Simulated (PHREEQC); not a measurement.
4.4 g of hydrous ferric oxide (600 m²/g; 0.2 weak and 0.005 strong sites per Fe, Dzombak-Morel constants, diffuse double layer) in 1 kg of water with 0.005 mol/kgw of an inert sodium salt and 1.8 mmol/kgw H3BO3, at 25 °C; the pH is set by adding NaOH or the inert anion's acid. O2 is buffered at 0.21 atm. No CO2 enters from the air. Precipitation was switched off in this run.

Computed with PHREEQC (ion-association model, wateq4f.dat).

| pH | B sorbed (%) | surface charge σ (C/m²) | surface potential ψ (mV) |
|---|---|---|---|
| 4 | 1.8 | 0.203 | 188 |
| 4.5 | 2.3 | 0.144 | 174 |
| 5 | 2.7 | 0.097 | 156 |
| 5.5 | 2.9 | 0.063 | 136 |
| 6 | 3.0 | 0.039 | 113 |
| 6.5 | 3.0 | 0.023 | 88 |
| 7 | 3.0 | 0.013 | 62 |
| 7.5 | 3.0 | 0.006 | 34 |
| 8 | 2.9 | 0.001 | 6 |
| 8.5 | 2.6 | -0.004 | -22 |
| 9 | 1.9 | -0.010 | -50 |
| 9.5 | 1.0 | -0.020 | -76 |
| 10 | 0.4 | -0.035 | -101 |
